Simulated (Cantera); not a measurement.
A Cantera script and its output.

```python
import numpy as np
import cantera as ct

gas = ct.Solution("gri30.yaml")
gas.TPX = 1000, 101325, {'H2': 1, 'O2': 0.238, 'N2': 0.895}
reactor = ct.IdealGasReactor(gas, energy="on", clone=False)
net = ct.ReactorNet([reactor])
net.rtol, net.atol = 1e-08, 1e-16
show = ['H2', 'O2', 'NO', 'NO2', 'H2O2']
times = np.geomspace(5e-06, 0.3, 16)

steps = ct.SolutionArray(gas, extra=["t"])
rows = []
print(f"{'t/s':>10s}{'T/K':>9s}{'P/Pa':>11s}" + "".join(f"{s:>11s}" for s in show))
for t in times:
    while net.time < t:
        t_next = net.step()
        steps.append(gas.state, t=t_next)
    rows.append([np.interp(t, steps.t, y) for y in (steps.T, steps.P, *steps(*show).X.T)])
    print(f"{t:10.3e}{rows[-1][0]:9.1f}{rows[-1][1]:11.4g}" + "".join(f"{x:11.3e}" for x in rows[-1][2:]))
rate = np.gradient(steps.T, steps.t)
print("integrator steps:", len(steps.t))
if steps.T.max() > steps.T[0] + 200:
    print(f"time of steepest temperature rise: {steps.t[rate.argmax()]:.4e} s")
gas.TPX = 1000, 101325, {'H2': 1, 'O2': 0.238, 'N2': 0.895}
gas.equilibrate("UV")
print(f"equilibrium (UV): T = {gas.T:.1f} K  " + "  ".join(f"{s} {gas[s].X[0]:.3e}" for s in show))
```

Output:

```
       t/s      T/K       P/Pa         H2         O2         NO        NO2       H2O2
 5.000e-06   1000.0  1.013e+05  4.688e-01  1.116e-01  9.913e-25  7.814e-33  2.043e-13
 1.041e-05   1000.0  1.013e+05  4.688e-01  1.116e-01  9.309e-24  3.747e-31  1.026e-12
 2.168e-05   1000.0  1.013e+05  4.688e-01  1.116e-01  1.023e-22  2.263e-29  5.821e-12
 4.514e-05   1000.0  1.013e+05  4.688e-01  1.116e-01  1.711e-21  2.647e-27  4.196e-11
 9.400e-05   1000.0  1.013e+05  4.688e-01  1.116e-01  7.570e-20  1.232e-24  4.749e-10
 1.957e-04   1000.0  1.013e+05  4.688e-01  1.116e-01  4.787e-17  2.329e-20  1.641e-08
 4.076e-04   2405.7  2.258e+05  2.419e-01  7.949e-04  2.021e-05  3.996e-10  1.552e-07
 8.487e-04   2774.2  2.537e+05  2.640e-01  1.282e-04  2.940e-04  7.946e-09  5.201e-08
 1.767e-03   2772.6  2.536e+05  2.642e-01  1.262e-04  5.789e-04  1.554e-08  5.138e-08
 3.680e-03   2772.1  2.536e+05  2.643e-01  1.256e-04  6.635e-04  1.777e-08  5.120e-08
 7.663e-03   2772.1  2.536e+05  2.643e-01  1.256e-04  6.663e-04  1.785e-08  5.119e-08
 1.596e-02   2772.1  2.536e+05  2.643e-01  1.256e-04  6.663e-04  1.785e-08  5.119e-08
 3.323e-02   2772.1  2.536e+05  2.643e-01  1.256e-04  6.663e-04  1.785e-08  5.119e-08
 6.919e-02   2772.1  2.536e+05  2.643e-01  1.256e-04  6.663e-04  1.785e-08  5.119e-08
 1.441e-01   2772.1  2.536e+05  2.643e-01  1.256e-04  6.663e-04  1.785e-08  5.119e-08
 3.000e-01   2772.1  2.536e+05  2.643e-01  1.256e-04  6.663e-04  1.785e-08  5.119e-08
integrator steps: 1357
time of steepest temperature rise: 3.9178e-04 s
equilibrium (UV): T = 2772.1 K  H2 2.643e-01  O2 1.256e-04  NO 6.663e-04  NO2 1.785e-08  H2O2 5.119e-08
```

Model: GRI-Mech 3.0 (53 species, 325 reactions), integrated in Cantera.
